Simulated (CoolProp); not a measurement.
The fluid at 293.15 K and 7.85 MPa (supercritical) is heated at constant pressure to 473.5 K. The same conditions are run with several fluids, on thermodynamics alone (safety and materials aside).

Computed with CoolProp (reference Helmholtz-energy equation of state of each fluid (oxygen: Schmidt 1985; dry air: Lemmon 2000; methane: Setzmann 1991; nitrogen: Span 2000)). Blends and air are pseudo-pure fits.

Rank oxygen, dry air, methane, nitrogen by heat (kJ/kg), highest first.

methane (501), nitrogen (201), dry air (196), oxygen (182)

```tsv
fluid	final density (kg/m³)
oxygen	62.9
dry air	56.2
methane	32.0
nitrogen	54.0
```

Above 300 K oxygen's equation is extrapolated.
